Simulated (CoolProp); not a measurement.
Vapour-liquid equilibrium of methanol (1) + n-undecane (2) at 135.95 °C; x and y are mole fractions of (1).

The numbers come from the multi-fluid Helmholtz-energy mixture model, de Reuck 1993 and Aleksandrov 2011; pair parameters Bell 2016 in CoolProp.

```tsv
x	bubble pressure (MPa)	y at the bubble point	dew pressure at overall composition x (MPa)	liquid density (mol/L)
0.05	0.03216	0.475	0.01866	4.375
0.125	0.09177	0.837	0.02014	4.721
0.2	0.2087	0.936	0.02189	5.105
0.275	0.3686	0.967	0.02397	5.538
0.35	0.5349	0.978	0.02649	6.032
0.425	0.6717	0.983	0.02963	6.603
0.5	0.7615	0.986	0.03364	7.275
0.575	0.8077	0.987	0.03896	8.084
0.65	0.8261	0.987	0.04642	9.082
0.725	0.8352	0.988	0.05763	10.35
0.8	0.8498	0.988	0.07658	12.02
0.875	0.8807	0.990	0.1161	14.32
0.95	0.9345	0.995	0.2586	17.65
```

No azeotrope shows between x = 0.05 and 0.95.

Pair parameters are fitted to limited data, so mixtures are less certain than the pure fluids. The gap from Raoult's law changes sign with composition, which may be real or a fault of the pair parameters; it wasn't checked against measurements. With so large a gap from Raoult's law the liquid may split in two, which this calculation doesn't test in full.
